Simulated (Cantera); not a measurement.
Feed: 1 mol TiO2, 0.77 mol H2, held at 0.405 Torr.

Cantera equilibrium calculation (NASA polynomials, part measured and part estimated; ideal gas, pure solids and liquids). Candidate condensed phases: H2O, Ti, TiO, TiO2, Ti2O3, Ti3O5, Ti4O7; 12 gas species. Condensed phases not in the tables: Magnéli phases beyond Ti4O7. The numbers say what is thermodynamically allowed, not how fast it happens.

**Question.** At 2050 K, list the 6 most abundant gas species with their mole fractions, and the condensed phases.

**Answer.** H2 0.612, H2O 0.306, H 0.0764, OH 0.00418, TiO2 0.000906, O 0.000376. Condensed: Ti4O7(l).
